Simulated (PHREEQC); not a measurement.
A solution holds 0.0032 mol NH3, 0.012 mol H3BO3 and 0.0019 mol K3PO4 per kg of water, at 23 °C and 10 atm. Closed to the air; pH follows from the charge balance.

Model: ion-association model, phreeqc.dat, run in PHREEQC.

Each row changes one thing in this solution. This is a speciation only: nothing precipitates in the calculation.

```tsv
case	pH	ionic strength (mol/kgw)	H3BO3 (mol/kgw)	H2BO3- (mol/kgw)	NH4+ (mol/kgw)	NH3 (mol/kgw)
as made	8.94	0.00986	0.00777	0.00423	0.00231	0.000889
K3PO4 replaced by KHSO4 at the same molality	8.21	0.00665	0.0109	0.00109	0.00294	0.000214
0.00042 mol/kgw KCl added	8.94	0.0103	0.00777	0.00423	0.00231	0.000887
temperature from 23 to 5 °C	9.16	0.0103	0.00733	0.00467	0.00275	0.000447
0.0063 mol/kgw Na2SO4 added	8.93	0.0280	0.00769	0.00431	0.00230	0.000803
```

Away from 25 °C the constants follow the database's enthalpies or fits; those with neither stay at their 25 °C values.
